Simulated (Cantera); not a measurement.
Input (Python, Cantera) and output of one run.

```python
import numpy as np
import cantera as ct

gas_names = [...]  # 148 gases of nasa_gas.yaml made of Al, C, H, N, O
cond_names = """
    AL(cr) AL(L) ALN(s) AL2O3(a) AL2O3(L) C(gr) C6H6(L) C7H8(L) C8H18(L),n-octa H2O(s) H2O(L)
""".split()


# ... load() reads the species with a 1 bar reference pressure and builds the phases ...
atoms = {
    'Al(CH3)3': {'AL': 1, 'C': 3, 'H': 9},
    'O2': {'O': 2},
    'N2': {'N': 2},
    'H2O': {'H': 2, 'O': 1},
}
top_T = {'ALN(s)': 2750, 'C(gr)': 4500}  # K; cautious upper limits of use, not melting points


# ... equilibrate(T, P, feed) seeds the gas with the atoms and calls Mixture.equilibrate('TP', solver="vcs", rtol=1e-11, max_steps=5000) ...
results = []
feed = {'Al(CH3)3': 1, 'O2': 4.9, 'N2': 23, 'H2O': 1.5}  # mol
P = 133.322  # Pa
for T in [1348, 1423, 1498, 1573, 1648, 1723, 1798, 1873, 1948, 2023]:
    mix = equilibrate(T, P, feed)
    results.append((T, P, feed, dict(zip(mix.species_names, mix.species_moles))))
    x = sorted(zip(gas.X, gas.species_names), reverse=True)
    print(f"T = {T:g} K  P = {P:g} Pa  gas = {mix.phase_moles(0):.4g} mol")
    print("   x: " + "  ".join(f"{s} {v:.3e}" for v, s in x if v > 1e-05))
    print("   condensed (mol): " + ("  ".join(f"{mix.phase(i).name} {mix.phase_moles(i):.4g}"
          for i in range(1, mix.n_phases) if mix.phase_moles(i) > 1e-12) or "none"))
```

It prints:

```
T = 1348 K  P = 133.322 Pa  gas = 32 mol
   x: N2 7.187e-01  H2O 1.497e-01  CO2 6.277e-02  H2 3.776e-02  CO 3.098e-02  H 1.231e-05
   condensed (mol): AL2O3(a) 0.5
T = 1423 K  P = 133.322 Pa  gas = 32 mol
   x: N2 7.187e-01  H2O 1.515e-01  CO2 6.097e-02  H2 3.595e-02  CO 3.278e-02  H 3.449e-05
   condensed (mol): AL2O3(a) 0.5
T = 1498 K  P = 133.322 Pa  gas = 32 mol
   x: N2 7.187e-01  H2O 1.531e-01  CO2 5.938e-02  CO 3.436e-02  H2 3.435e-02  H 8.722e-05  OH 1.103e-05
   condensed (mol): AL2O3(a) 0.5
T = 1573 K  P = 133.322 Pa  gas = 32 mol
   x: N2 7.187e-01  H2O 1.544e-01  CO2 5.799e-02  CO 3.575e-02  H2 3.291e-02  H 2.020e-04  OH 3.423e-05
   condensed (mol): AL2O3(a) 0.5
T = 1648 K  P = 133.322 Pa  gas = 32.01 mol
   x: N2 7.186e-01  H2O 1.556e-01  CO2 5.676e-02  CO 3.696e-02  H2 3.161e-02  H 4.336e-04  OH 9.587e-05
   condensed (mol): AL2O3(a) 0.5
T = 1723 K  P = 133.322 Pa  gas = 32.02 mol
   x: N2 7.183e-01  H2O 1.564e-01  CO2 5.567e-02  CO 3.803e-02  H2 3.043e-02  H 8.712e-04  OH 2.455e-04  NO 2.362e-05  O2 1.285e-05
   condensed (mol): AL2O3(a) 0.5
T = 1798 K  P = 133.322 Pa  gas = 32.04 mol
   x: N2 7.178e-01  H2O 1.568e-01  CO2 5.464e-02  CO 3.899e-02  H2 2.935e-02  H 1.652e-03  OH 5.801e-04  NO 6.651e-05  O2 5.984e-05  O 2.530e-05
   condensed (mol): AL2O3(a) 0.5
T = 1873 K  P = 133.322 Pa  gas = 32.08 mol
   x: N2 7.168e-01  H2O 1.564e-01  CO2 5.351e-02  CO 4.000e-02  H2 2.848e-02  H 2.983e-03  OH 1.272e-03  O2 2.428e-04  NO 1.710e-04  O 1.009e-04
   condensed (mol): AL2O3(a) 0.5
T = 1948 K  P = 133.322 Pa  gas = 32.17 mol
   x: N2 7.148e-01  H2O 1.545e-01  CO2 5.184e-02  CO 4.141e-02  H2 2.811e-02  H 5.188e-03  OH 2.580e-03  O2 8.420e-04  NO 3.988e-04  O 3.530e-04
   condensed (mol): AL2O3(a) 0.5
T = 2023 K  P = 133.322 Pa  gas = 32.35 mol
   x: N2 7.107e-01  H2O 1.499e-01  CO2 4.890e-02  CO 4.385e-02  H2 2.880e-02  H 8.827e-03  OH 4.785e-03  O2 2.385e-03  O 1.066e-03  NO 8.251e-04
   condensed (mol): AL2O3(a) 0.4999
```

Equilibrium computed with Cantera from the NASA thermochemical tables; the gas is ideal and each condensed phase is pure. The feed counts by its element totals alone.
